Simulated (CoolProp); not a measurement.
Properties of cyclopentane along the isotherm 266.9 K (Tc = 511.7 K, pc = 4.583 MPa, ω = 0.202).

Model: reference Helmholtz-energy equation of state, Gedanitz 2015, in CoolProp.

| p (MPa) | phase | Z | cp (kJ/(kg K)) | cv (kJ/(kg K)) | isothermal compressibility (1/MPa) |
|---|---|---|---|---|---|
| 0.859 | liquid | 0.03520 | … | 1.153 | 0.0009913 |
| 1.72 | liquid | 0.07043 | 1.667 | 1.154 | … |
| 2.58 | liquid | … | 1.665 | 1.154 | 0.0009731 |
| 3.44 | liquid | … | 1.664 | 1.155 | 0.0009643 |
| 4.3 | liquid | 0.1756 | … | 1.155 | 0.0009557 |
| 5.16 | liquid | 0.2106 | … | 1.156 | 0.0009473 |
| 6.01 | liquid | 0.2451 | 1.660 | 1.156 | … |
| 6.87 | liquid | 0.2799 | 1.659 | 1.157 | 0.0009311 |

**Question.** Complete the blanks.

**Answer.** 
- 0.859, cp (kJ/(kg K)): 1.668
- 1.72, isothermal compressibility (1/MPa): 0.0009821
- 2.58, Z: 0.1056
- 3.44, Z: 0.1406
- 4.3, cp (kJ/(kg K)): 1.663
- 5.16, cp (kJ/(kg K)): 1.661
- 6.01, isothermal compressibility (1/MPa): 0.0009392
